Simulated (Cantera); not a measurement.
A closed system holds: 1 mol SiCl4, 4.6 mol NH3, 8.2 mol N2, at 6.40 Pa.

These are equilibrium values from Cantera (NASA tables, ideal gas, pure condensed phases), not measurements of a reactor. Candidate condensed phases: NH4Cl, Si, Si3N4; 28 gas species. The numbers say what is thermodynamically allowed, not how fast it happens.

Q: Which condensed phases are stable at each of these points (T (K)): 700, 800, 900, 1000, 1100, 1200, 1300, 1400, 1500, 1600, 1700, 1800, 1900, 2000?

A: 
| T (K) | condensed phases | Si condensed (%) |
|---|---|---|
| 700 | Si3N4(s) | 95.0 |
| 800 | Si3N4(s) | 97.4 |
| 900 | Si3N4(s) | 98.5 |
| 1000 | Si3N4(s) | 98.9 |
| 1100 | Si3N4(s) | 98.5 |
| 1200 | Si3N4(s) | 92.7 |
| 1300 | Si3N4(s) | 65.7 |
| 1400 | Si3N4(s) | 16.1 |
| 1500 | gas only | 0.0 |
| 1600 | gas only | 0.0 |
| 1700 | gas only | 0.0 |
| 1800 | gas only | 0.0 |
| 1900 | gas only | 0.0 |
| 2000 | gas only | 0.0 |

From 700 K to 1400 K the condensed part is Si3N4(s). From 1500 K to 2000 K nothing is condensed.
